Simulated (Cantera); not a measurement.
Input: 1 mol MgF2, 0.5 mol N2, held at 1673.15 K and 17.0 Pa.

Method: chemical equilibrium by Gibbs-energy minimisation in Cantera with the NASA 1993 tables (ideal gas, pure condensed phases). Candidate condensed phases: Mg, MgF2; 13 gas species. Equilibrium is a limit: real reactors are often held back by kinetics, nucleation or transport.

Base state: MgF2 0.666, N2 0.333, F 0.000168, MgF 0.000165, Mg2F4 4.64e-5 (mole fractions); condensed: gas only.

Problem. What changes in the equilibrium state with this change: temperature from 1673.15 K to 625 K?

Solution. 
| species | before | after |
|---|---|---|
| N2 | 0.333 | 1.00 |
| MgF2 | 0.666 | <1e-9 |
| F | 0.000168 | <1e-9 |
| MgF | 0.000165 | <1e-9 |
| Mg2F4 | 4.64e-5 | <1e-9 |
| MgF2(s), mol | 0 | 1.00 |
